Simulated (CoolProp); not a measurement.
2000 sccm (0 °C, 1 atm) of nitrogen bubbles through liquid toluene at 350.5 K and leaves saturated at a total pressure of 0.112 MPa (ideal gas phase). Each further row changes one setting.

Values from CoolProp's reference Helmholtz-energy equation of state, Lemmon 2006. It is a short technical equation, of lower accuracy than the large ones.

| case | vapour pressure (kPa) | mole fraction of vapour | delivery (mg/min) | delivery (sccm) | change of delivery for a bath 1 K warmer (%) |
|---|---|---|---|---|---|
| as stated | 35.4 | 0.316 | 3810 | 926 | 5.3 |
| bath temperature 355.5 K | 42.1 | 0.376 | 4960 | 1210 | 5.6 |
| total pressure 0.224 MPa | 35.4 | 0.158 | 1550 | 376 | 4.3 |
